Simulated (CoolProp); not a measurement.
Properties of R1234ze(Z) along the isobar 1460 kPa (Tc = 150.1 °C, pc = 3531 kPa, ω = 0.327).

Computed with CoolProp (reference Helmholtz-energy equation of state, Akasaka 2019).

| T (°C) | phase | cp (kJ/(kg K)) | isothermal compressibility (1/MPa) | expansivity (1/kK) |
|---|---|---|---|---|
| 61.95 | liquid | 1.389 | 0.005268 | … |
| 70.15 | liquid | 1.422 | 0.006225 | … |
| 78.45 | liquid | 1.461 | 0.007502 | 3.338 |
| 86.65 | liquid | 1.506 | 0.009231 | 3.716 |
| 94.95 | liquid | 1.563 | 0.01177 | 4.237 |
| 111.35 | gas | 1.306 | 1.018 | 7.546 |
| 119.65 | gas | 1.260 | 0.9590 | 6.486 |
| 127.85 | gas | 1.231 | … | 5.742 |
| 136.15 | gas | 1.212 | … | 5.175 |

### Question
What belongs in the gaps?

### Answer

- 61.95, expansivity (1/kK): 2.809
- 70.15, expansivity (1/kK): 3.043
- 127.85, isothermal compressibility (1/MPa): 0.9174
- 136.15, isothermal compressibility (1/MPa): 0.8856
